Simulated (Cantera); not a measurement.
An isothermal, constant-pressure homogeneous reactor starts with C₂H₆ : N₂ = 1 : 1.3 (molar parts), at 1500 K and 0.180 Torr.

Cantera simulation using GRI-Mech 3.0 (53 species, 325 reactions); the numbers are that mechanism's predictions, not measurements. GRI-Mech 3.0 stops at C3 and has no aromatics, soot or wall deposition, so with more carbon than oxygen in the feed, carbon stays in small species such as C2H2 where larger ones or solid carbon would form. Radical loss at walls, strong at low pressure, is not modelled.

One state of this run: x C₂H₆ = 0.308; x H = 0.000556; x C₂H₄ = 0.0486; x HCN = 3.23e-8; x CH₂ = 2.30e-5; x C₂H₂ = 0.000940; x H₂ = 0.0423. x: mole fraction; the columns are a selection and need not sum to one.

Task: Which value of t (s) does it belong to?
A) 0.000971
B) 300
C) 12.7
D) 0.0229

Result: D, 0.0229
